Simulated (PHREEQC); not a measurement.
1 kg of water holding 0.31 mol Na2SO4 and 0.0044 mol NaCl is evaporated at 25 °C; the solids stay in contact with the brine. The system is closed to CO2. Solids allowed: Halite, Mirabilite, Thenardite. Others were left out.

The series has 15 steps of water left (kg), from 1 to 0.01243.

Computed with PHREEQC (Pitzer model, pitzer.dat).

### Question
Which solids form, in which order, and at which step of the series does each first stand?

### Answer
Mirabilite from water left = 0.1304 kg.

Species that the database lacks are ignored.
